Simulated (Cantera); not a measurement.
A diamond (100) surface in a fixed gas of H2 with x(CH4) = 0.012, x(H) = 0.0076, x(CH3) = 1e-05, at 1175 K; coverages are run to steady state.

Cantera simulation using the Harris–Goodwin 1993 mechanism for the reconstructed diamond (100) surface; the numbers are that mechanism's predictions, not measurements.

θ: site fractions in the mechanism's names (c6HH fully hydrogenated, c6H* and c6*H radical sites, c6** diradical, c6HM methylated).

```
P (Pa)  growth (µm/h)  θ c6HH  θ c6H*  θ c6*H  θ c6**    θ c6HM
------  -------------  ------  ------  ------  ------  --------
560           0.00838   0.457  0.0357   0.480  0.0267   3.42e-5
900            0.0176   0.457  0.0357   0.480  0.0267   5.21e-5
1400           0.0356   0.457  0.0357   0.480  0.0267   7.51e-5
2300           0.0785   0.457  0.0357   0.480  0.0267  0.000109
3700            0.164   0.457  0.0357   0.480  0.0267  0.000149
6000            0.333   0.457  0.0358   0.480  0.0267  0.000193
9700              [?]   0.457  0.0358   0.480  0.0268       [?]
16000             [?]   0.457  0.0359   0.480  0.0268       [?]
```

### Question
Complete the blanks.

### Answer

- 9700, growth (µm/h): 0.645
- 9700, θ c6HM: 0.000236
- 16000, growth (µm/h): 1.22
- 16000, θ c6HM: 0.000275
